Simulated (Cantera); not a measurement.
Feed: 1 mol KCl, 0.27 mol HCl, 87 mol N₂, equilibrated at 1330 Pa.

Cantera equilibrium calculation (NASA polynomials, part measured and part estimated; ideal gas, pure solids and liquids). Candidate condensed phases: K, KCl, NH₄Cl; 17 gas species. The numbers say what is thermodynamically allowed, not how fast it happens.

### Question
At 1073 K, list the 4 most abundant gas species with their mole fractions, and the condensed phases.

### Answer
N₂ 0.986, KCl 0.00962, HCl 0.00306, K₂Cl₂ 0.000857. Condensed: gas only.
